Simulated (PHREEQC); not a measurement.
0.13 g of hydrous ferric oxide (600 m²/g; 0.2 weak and 0.005 strong sites per Fe, Dzombak-Morel constants, diffuse double layer) in 1 kg of water with 0.05 mol/kgw of an inert sodium salt and 0.00042 mol ZnCl2, at 25 °C; the pH is set by adding NaOH or the inert anion's acid. Oxygen is held at 0.21 atm. No CO2 enters from the air. Nothing may precipitate in this run.

The series has 17 steps of pH, from 4 to 12.

All values are PHREEQC results (ion-association model, wateq4f.dat), not measurements.

**Question.** At which pH does the surface charge pass through zero?

**Answer.** Near pH 10.1.

Along this series the solution becomes supersaturated in solids that the run did not let form, among them Zn(OH)2-a, Zn5(OH)8Cl2.
